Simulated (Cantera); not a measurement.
**Silicon carbide growth: CH3SiCl3 + HCl + H2**

Feed: 1 mol CH3SiCl3, 0.87 mol HCl, 1000 mol H2, at 13.3 mbar.

These are equilibrium values from Cantera (NASA tables, ideal gas, pure condensed phases), not measurements of a reactor. Candidate condensed phases: C, C6H6, C7H8, C8H18, Si, SiC; 109 gas species. The feed counts by its element totals alone. Gases not in the tables: Si2H6 and higher silanes. Rates play no part.

```csv
T (K),log p H2,log p H,log p HCl,log p Si,log p Cl,n SiC(s)
2050,-1.89,-3.59,-4.30,-5.07,-6.13,0.217
2100,-1.89,-3.45,-4.31,-4.95,-6.00,0
2150,-1.89,-3.32,-4.31,-4.94,-5.87,0
2200,-1.90,-3.20,-4.32,-4.93,-5.75,0
2250,-1.91,-3.08,-4.32,-4.93,-5.64,0
2300,-1.91,-2.97,-4.33,-4.93,-5.53,0
2350,-1.92,-2.87,-4.35,-4.93,-5.43,0
2400,-1.94,-2.77,-4.36,-4.93,-5.34,0
2450,-1.95,-2.67,-4.38,-4.93,-5.25,0
2500,-1.97,-2.59,-4.40,-4.94,-5.17,0
```
log p: log10 of the partial pressure in bar; n: condensed amount in mol.

At 2050 K the condensed part is SiC(s). From 2100 K to 2500 K nothing is condensed. The main Si-bearing gas is Si throughout.
